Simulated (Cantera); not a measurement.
Charge: 1 mol CaF2, 0.13 mol H2O, 51 mol H2, held at 1050 K and 0.680 bar.

Cantera equilibrium calculation (NASA polynomials, part measured and part estimated; ideal gas, pure solids and liquids). Candidate condensed phases: Ca, CaF2, CaO, Ca(OH)2, H2O; 29 gas species. Mutual solubility and eutectic melting of coexisting phases are not modelled. Rates play no part.

Question: What is the equilibrium state?

Answer: 
- x(H2): 0.997
- x(H2O): 0.00254
- x(HF): 8.26e-6
- n(CaF2(s)): 1.000 mol
- n(CaO(s)): 0.000211 mol
- gas amount: 51.13 mol
- log10 activity of Ca(s) (absent): -14.07
